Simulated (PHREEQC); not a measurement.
KOH is added in steps, without added water, to 1 kg of water holding 9.9 mmol/kgw ZnCl2, 1.6 mmol/kgw Na2SO4 and 5.3 mmol/kgw MnSO4, at 25 °C. No oxygen is let in. CO2 from the air is kept out. No solid was allowed to form.

Base run: PHREEQC, ion-association model, wateq4f.dat. Each further column changes one thing. The table gives Zn+2 (mol/kgw).

| KOH added (mol) | base | diluted 100-fold with water | 0.0069 mol/kgw Ni(NO3)2 added | diluted 5-fold with water | solids may form |
|---|---|---|---|---|---|
| 0 | 0.00783 | 9.74e-5 | 0.00821 | … | 0.00783 |
| 0.0036 | 0.00592 | 5.11e-11 | 0.00629 | … | 0.00632 |
| 0.0081 | 0.00398 | … | 0.00432 | … | 0.00450 |
| 0.0117 | 0.00257 | 2.20e-12 | 0.00289 | 4.28e-10 | 0.00307 |
| 0.0162 | 0.00100 | 8.78e-13 | 0.00135 | 1.01e-10 | 0.00134 |
| 0.0198 | 7.11e-5 | 4.92e-13 | 0.000503 | 4.42e-11 | 5.71e-6 |
| 0.0243 | 4.40e-7 | 2.70e-13 | 0.000126 | 1.96e-11 | 2.04e-7 |
| 0.0279 | 7.05e-8 | 1.79e-13 | 4.84e-5 | 1.14e-11 | 8.29e-8 |
| 0.0324 | 1.34e-8 | 1.14e-13 | 1.33e-5 | … | 1.00e-11 |
| 0.036 | 4.80e-9 | 8.24e-14 | 3.33e-6 | 4.28e-12 | … |

**Question.** Some entries are withheld; supply them.

**Answer.** 
- 0, diluted 5-fold with water: 0.00176
- 0.0036, diluted 5-fold with water: 0.000117
- 0.0081, diluted 100-fold with water: 6.02e-12
- 0.0081, diluted 5-fold with water: 3.03e-9
- 0.0324, diluted 5-fold with water: 6.41e-12
- 0.036, solids may form: 1.32e-12

In at least one series the solution becomes supersaturated in solids that the run did not let form, among them Pyrochroite, Zincite(c), Zn4(OH)6SO4, Zn5(OH)8Cl2.  Solids allowed in the column 'solids may form': Pyrochroite, Zincite(c), Zn4(OH)6SO4, Zn5(OH)8Cl2, Halite, Mirabilite, Goslarite.
